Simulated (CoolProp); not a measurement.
Vapour-liquid equilibrium of R22 (1) + dimethyl ether (2) at 253.2 K; x and y are mole fractions of (1).

Values from CoolProp's multi-fluid Helmholtz-energy mixture model, Kamei 1995 and Wu 2011; pair parameters Bell 2016.

### Question
Give the bubble pressure and the first vapour's composition at x = 0.2, 0.35, 0.5. Is there an azeotrope?

### Answer
x = 0.2: 0.1191 MPa, y = 0.187; x = 0.35: 0.1202 MPa, y = 0.390; x = 0.5: 0.1306 MPa, y = 0.624. y crosses x between x = 0.2 and 0.35: the model has an azeotrope there.

The pair parameters rest on a limited set of measurements; away from them the model extrapolates.
